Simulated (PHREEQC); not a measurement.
A solution holds 0.02 mol/kgw HF, 0.0094 mol/kgw NH4HF2 and 4.3e-07 mol/kgw H4SiO4, at 25 °C. Closed to the air; pH follows from the charge balance.

All values are PHREEQC results (ion-association model, wateq4f.dat), not measurements.

No solid was allowed to form.

Problem. What pH does the model give?

Solution. pH 2.77.

Problem. In which forms is F present?

Solution. HF 61 %, F- 27 %, H2F2 7.5 %, HF2- 4.8 % of the F.

wateq4f.dat counts part of the HF as a dimer, H2F2, which phreeqc.dat doesn't know; its constant is uncertain. SiF6-2 is the database's only silicon fluoride.
